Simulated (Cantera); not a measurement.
A freely propagating, adiabatic, planar premixed flame of C₃H₈ : O₂ : N₂ = 1 : 4.55 : 17.1 (molar parts), equivalence ratio 1.1, unburnt at 525 K and 4.40 bar; mixture-averaged transport, grid criteria slope 0.08 and curve 0.16, no radiation.

Model: GRI-Mech 3.0 (53 species, 325 reactions), integrated in Cantera. GRI-Mech 3.0 was tuned for natural gas; its chemistry of propane as a main component is partial and can be far from experiment. Burning velocities carry a grid error of a few per cent, more on coarse grids.

Q: How do the results move with these cheaper or finer settings: unity-Lewis-number transport; multicomponent transport; multicomponent+Soret transport; grid criteria slope 0.5, curve 1; grid criteria slope 0.25, curve 0.5; grid criteria slope 0.03, curve 0.06?

A: 
```tsv
setting	laminar burning velocity	thermal thickness	peak x(CH₂)	peak x(OH)	grid points
as above	87.9 cm/s	0.0805 mm	7.18e-5	0.00803	152
unity-Lewis-number transport	62.9 cm/s	0.0965 mm	6.48e-5	0.00843	142
multicomponent transport	88.0 cm/s	0.0816 mm	7.19e-5	0.00803	152
multicomponent+Soret transport	86.7 cm/s	0.0817 mm	7.12e-5	0.00801	153
grid criteria slope 0.5, curve 1	100 cm/s	0.0892 mm	7.01e-5	0.00838	40
grid criteria slope 0.25, curve 0.5	91.3 cm/s	0.0830 mm	7.16e-5	0.00814	63
grid criteria slope 0.03, curve 0.06	86.9 cm/s	0.0799 mm	7.14e-5	0.00801	352
```
The base run took very roughly 6 core-seconds.
Unity Lewis numbers drop preferential diffusion, which matters most where H2 and H carry the flame; Soret adds thermal diffusion.
